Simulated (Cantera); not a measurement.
Thermodynamics of iron carbonyl, mercury and lead vapours, feed Fe(CO)5 + CO + N2

Charge: 1 mol Fe(CO)5, 0.036 mol CO, 56 mol N2, held at 1575 K.

Method: chemical equilibrium by Gibbs-energy minimisation in Cantera with the NASA 1993 tables (ideal gas, pure condensed phases). Candidate condensed phases: C, Fe, Fe(CO)5, FeO, Fe2O3, Fe3O4; 27 gas species. Iron dissolves carbon and melts from about 1420 K in contact with it, which pure phases cannot show. Condensed phases not in the tables: cementite and carbon dissolved in iron. Equilibrium is a limit: real reactors are often held back by kinetics, nucleation or transport.

```json
[
 {"P (Pa)": "10", "x N2": "0.911", "x CO": "0.0819", "x Fe": "0.00683", "x CO2": "3.36e-9", "x C2N2": "5.21e-11", "n Fe(γ)": "0.580", "n C(graphite)": "0"},
 {"P (Pa)": "36", "x N2": "0.916", "x CO": "0.0824", "x Fe": "0.00190", "x CO2": "4.92e-9", "x C2N2": "3.23e-10", "n Fe(γ)": "0.884", "n C(graphite)": "0"},
 {"P (Pa)": "130", "x N2": "0.917", "x CO": "0.0825", "x Fe": "0.000526", "x CO2": "8.09e-9", "x C2N2": "1.57e-9", "n Fe(γ)": "0.968", "n C(graphite)": "0"},
 {"P (Pa)": "460", "x N2": "0.917", "x CO": "0.0825", "x Fe": "0.000149", "x CO2": "1.55e-8", "x C2N2": "5.33e-9", "n Fe(γ)": "0.991", "n C(graphite)": "0"},
 {"P (Pa)": "1700", "x N2": "0.917", "x CO": "0.0825", "x Fe": "4.02e-5", "x CO2": "4.09e-8", "x C2N2": "1.05e-8", "n Fe(γ)": "0.998", "n C(graphite)": "0"},
 {"P (Pa)": "6000", "x N2": "0.917", "x CO": "0.0825", "x Fe": "1.14e-5", "x CO2": "1.44e-7", "x C2N2": "1.05e-8", "n Fe(γ)": "0.999", "n C(graphite)": "0"},
 {"P (Pa)": "22000", "x N2": "0.917", "x CO": "0.0825", "x Fe": "3.11e-6", "x CO2": "5.30e-7", "x C2N2": "1.05e-8", "n Fe(γ)": "1.000", "n C(graphite)": "0"},
 {"P (Pa)": "77000", "x N2": "0.917", "x CO": "0.0825", "x Fe": "8.87e-7", "x CO2": "1.85e-6", "x C2N2": "1.05e-8", "n Fe(γ)": "1.000", "n C(graphite)": "0"},
 {"P (Pa)": "280000", "x N2": "0.917", "x CO": "0.0825", "x Fe": "2.44e-7", "x CO2": "6.74e-6", "x C2N2": "1.05e-8", "n Fe(γ)": "1.000", "n C(graphite)": "0"},
 {"P (Pa)": "1000000", "x N2": "0.918", "x CO": "0.0825", "x Fe": "6.83e-8", "x CO2": "2.41e-5", "x C2N2": "1.05e-8", "n Fe(γ)": "1.000", "n C(graphite)": "0.00147"}
]
```
x: gas mole fraction; n: condensed amount in mol.

From 0.000100 bar to 2.80 bar the condensed part is Fe(γ). At 10.0 bar the condensed part is C(graphite) + Fe(γ). The main Fe-bearing gas is Fe throughout.
